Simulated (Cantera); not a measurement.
Mixture: H2 : O2 : N2 = 1 : 1.14 : 4.27 (molar parts), equivalence ratio 0.44, at 1.01 bar, adiabatic and at constant volume. Ignition delay is the time to a rise of 400 K.

Computed with Cantera and the H2/O2 subset of GRI-Mech 3.0, which has no nitrogen chemistry. Below about 950 K walls govern HO2 and H2O2 in real vessels. Where the delays flatten at high temperature, the 400 K rule measures the pace of heat release, not the induction time.

```json
[
 {"quantity": "delay at 925 K", "before": "87.1 ms", "after": "90.2 ms"},
 {"quantity": "delay at 1025 K", "before": "0.196 ms", "after": "0.203 ms"},
 {"quantity": "delay at 1125 K", "before": "75.9 µs", "after": "80.4 µs"},
 {"quantity": "delay at 1225 K", "before": "43.5 µs", "after": "47.7 µs"},
 {"quantity": "delay at 1325 K", "before": "29.8 µs", "after": "34.5 µs"}
]
```

### Question
Which change was made?
A) constant pressure in place of constant volume
B) pressure from 1.01 bar to 5.00 bar
C) pressure from 1.01 bar to 5.20 bar
D) pressure from 1.01 bar to 10.0 bar

### Answer
A, constant pressure in place of constant volume
